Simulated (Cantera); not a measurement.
A closed system holds: 1 mol BN, 40 mol Cl2, 33 mol N2, equilibrated at 5.70 Torr.

These are equilibrium values from Cantera (NASA tables, ideal gas, pure condensed phases), not measurements of a reactor. Candidate condensed phases: B, BN; 10 gas species. Equilibrium is a limit: real reactors are often held back by kinetics, nucleation or transport.

### Question
At 1673 K, list the 4 most abundant gas species with their mole fractions, and the condensed phases.

### Answer
Cl 0.573, N2 0.328, Cl2 0.0901, BCl3 0.00977. Condensed: gas only.
